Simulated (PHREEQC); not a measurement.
Solution (25 °C): 0.35 mol CuCl2, 0.22 mol HCl and 0.00081 mol LiCl per kg of water. Closed to the air; pH follows from the charge balance.

Computed with PHREEQC (ion-association model, phreeqc.dat).

Precipitation was switched off in this run.

**Question.** Estimate the pH.

**Answer.** pH 0.79.

**Question.** In which forms is Cl present?

**Answer.** Cl- 86 %, CuCl+ 11 %, CuCl2 2.7 % of the Cl.

Caution: at this ionic strength the ion-association model is outside its range; a Pitzer model would be the better tool where its parameters exist.
